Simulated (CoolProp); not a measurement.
Vapour-liquid equilibrium of propane (1) + toluene (2) at 32.55 °C; x and y are mole fractions of (1).

Computed with CoolProp (multi-fluid Helmholtz-energy mixture model, Lemmon 2009 and Lemmon 2006; pair parameters Bell 2016).

```csv
x,"bubble pressure, mixture model (MPa)","bubble pressure, Raoult's law (MPa)","y, mixture model","y, Raoult's law"
0.05,0.1009,0.06269,0.945,0.916
0.15,0.2766,0.1770,0.980,0.973
0.25,0.4275,0.2912,0.987,0.986
0.35,0.5528,0.4055,0.991,0.991
0.45,0.6553,0.5198,0.992,0.994
0.55,0.7408,0.6341,0.994,0.996
0.65,0.8167,0.7483,0.995,0.997
0.75,0.8916,0.8626,0.996,0.998
0.85,0.9754,0.9769,0.997,0.999
0.95,1.081,1.091,0.999,1.000
```

The largest gap from Raoult's law is +61.0 % in bubble pressure, at x = 0.05. No azeotrope shows between x = 0.05 and 0.95.

Pair parameters are fitted to limited data, so mixtures are less certain than the pure fluids. The gap from Raoult's law changes sign with composition, which may be real or a fault of the pair parameters; it wasn't checked against measurements. With so large a gap from Raoult's law the liquid may split in two, which this calculation doesn't test in full.
